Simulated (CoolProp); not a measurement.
R114 along the isotherm 500 K: fugacity coefficient from the reference equation and from simpler models built on Tc = 420.6 K, pc = 3.352 MPa, ω = 0.252; each cubic takes its own stable root.

The numbers come from the reference Helmholtz-energy equation of state, Platzer 1990 in CoolProp. This equation is an older, rougher fit; its heat capacities, sound speeds and derivatives of the liquid may be far off and weren't checked against measurements.

| p (MPa) | phase | reference | van der Waals | Peng-Robinson |
|---|---|---|---|---|
| 0.053 | gas | 0.9971 | 0.9969 | 0.9966 |
| 0.121 | gas | 0.9933 | 0.9930 | 0.9922 |
| 0.275 | gas | 0.9849 | 0.9842 | 0.9824 |
| 0.625 | gas | 0.9658 | 0.9641 | 0.9604 |
| 1.42 | gas | 0.9229 | 0.9190 | 0.9122 |
| 3.24 | gas | … | 0.8172 | 0.8100 |
| 7.37 | supercritical | 0.6422 | 0.6063 | 0.6260 |
| 16.8 | supercritical | … | … | 0.4541 |

Task: What belongs in the gaps?

Result: 
- 3.24, reference: 0.8282
- 16.8, reference: 0.4666
- 16.8, van der Waals: 0.4583
